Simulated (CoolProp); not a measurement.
Vapour pressure (kPa) of tetrahydrofuran: the reference equation beside estimates from Tc = 540.2 K, pc = 5304 kPa, ω = 0.234.

Values from CoolProp's reference Helmholtz-energy equation of state, Fiedler 2023.

```csv
T (K),reference,Lee-Kesler,Peng-Robinson
312.3,38.95,37.38,38.95
341.7,110.2,108.0,109.6
371,?,256.6,?
400.4,524.1,?,524.0
429.7,?,971.0,?
459.1,1616,1643,1638
488.4,2563,2604,2611
517.8,3900,?,3965
```

**Question.** Some entries are withheld; supply them.

**Answer.** 
- 371, reference: 257.5
- 371, Peng-Robinson: 256.2
- 400.4, Lee-Kesler: 528.3
- 429.7, reference: 957.3
- 429.7, Peng-Robinson: 963.4
- 517.8, Lee-Kesler: 3948

Absolute difference from the reference over all 8 rows, mean and median: Lee-Kesler 1.6 and 1.5 %, Peng-Robinson 0.8 and 0.6 %.
